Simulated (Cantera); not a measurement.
A freely propagating, adiabatic, planar premixed flame of CH₃OH : O₂ : N₂ = 0.77 : 1.36 : 5.13 (molar parts), unburnt at 450 K and 760 Torr; mixture-averaged transport, grid criteria slope 0.08 and curve 0.16, no radiation.

Computed with Cantera and GRI-Mech 3.0 (53 species, 325 reactions). GRI-Mech 3.0 was tuned for natural gas; its chemistry of methanol as a main component is partial and can be far from experiment. Burning velocities carry a grid error of a few per cent, more on coarse grids.

### Question
Predict: laminar burning velocity; thermal thickness; peak x(CO); peak x(HO₂); peak x(C₂H).

### Answer
- laminar burning velocity = 61.6 cm/s
- thermal thickness = 0.358 mm
- peak x(CO) = 0.0546
- peak x(HO₂) = 0.00217
- peak x(C₂H) = <1e-8
